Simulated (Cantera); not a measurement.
A Cantera script and what it prints.

```python
import numpy as np
import cantera as ct

gas_names = """
    B BH BH2 BH3 BN BO BO2 B2 B2O B2O2 B2O3 B3O3H3 H HBO HBO2 HNO HNO2 HNO3 HO2 H2 H2O H2O2 H3B3O6 N NH
    NH2 NH3 NH2OH NO NO2 NO3 N2 N2H2 N2H4 N2O O OH O2 O3
""".split()
cond_names = """
    B(b) B(L) BN(s) B2O3(L) B3O3H3(cr) H2O(s) H2O(L)
""".split()


# ... load() reads the species with a 1 bar reference pressure and builds the phases ...
atoms = {
    'B2O3': {'B': 2, 'O': 3},
    'NH3': {'N': 1, 'H': 3},
    'H2': {'H': 2},
}
top_T = {'BN(s)': 3200}  # K; cautious upper limits of use, not melting points


# ... equilibrate(T, P, feed) seeds the gas with the atoms and calls Mixture.equilibrate('TP', solver="vcs", rtol=1e-11, max_steps=5000) ...
results = []
feed = {'B2O3': 1, 'NH3': 1.2, 'H2': 1.4}  # mol
P = 66  # Pa
for T in [1673, 1723, 1773, 1823, 1873, 1923, 1973, 2023, 2073, 2123, 2173, 2223, 2273, 2323]:
    mix = equilibrate(T, P, feed)
    results.append((T, P, feed, dict(zip(mix.species_names, mix.species_moles))))

top = {s: max(r[3][s] / sum(r[3][g] for g in gas_names) for r in results) for s in gas_names}
cols = sorted((s for s in top if top[s] > 0.0001), key=lambda s: -top[s])[:6]
seen = [c for c in cond_names if any(r[3].get(c, 0) > 1e-12 for r in results)]
print("log10 of partial pressures in bar; condensed amounts in mol")
print(f"{'T/K':>10s}" + "".join(f"{s[:9]:>10s}" for s in cols + seen))
for T, P, feed, n in results:
    ng = sum(n[g] for g in gas_names)
    print(f"{T:10.4g}" + "".join(f"{np.log10(max(n[s] / ng * P / 1e5, 1e-99)):10.3f}" for s in cols)
          + "".join(f"{n.get(c, 0):10.4g}" for c in seen))
```

Result:

```
log10 of partial pressures in bar; condensed amounts in mol
       T/K        H2         H      B2O3        BO        N2      HBO2
      1673    -3.394    -5.640    -4.018    -5.543    -4.085    -4.398
      1723    -3.398    -5.438    -4.030    -5.343    -4.086    -4.376
      1773    -3.402    -5.247    -4.044    -5.159    -4.088    -4.354
      1823    -3.408    -5.067    -4.061    -4.991    -4.090    -4.332
      1873    -3.415    -4.898    -4.080    -4.837    -4.093    -4.310
      1923    -3.425    -4.738    -4.104    -4.698    -4.096    -4.290
      1973    -3.437    -4.588    -4.132    -4.574    -4.101    -4.270
      2023    -3.452    -4.447    -4.165    -4.464    -4.107    -4.252
      2073    -3.470    -4.315    -4.205    -4.368    -4.115    -4.237
      2123    -3.494    -4.192    -4.253    -4.285    -4.124    -4.226
      2173    -3.523    -4.078    -4.308    -4.214    -4.135    -4.222
      2223    -3.558    -3.973    -4.373    -4.153    -4.148    -4.226
      2273    -3.601    -3.876    -4.447    -4.102    -4.163    -4.241
      2323    -3.653    -3.790    -4.532    -4.059    -4.180    -4.268
```

Method: chemical equilibrium by Gibbs-energy minimisation in Cantera with the NASA 1993 tables (ideal gas, pure condensed phases).
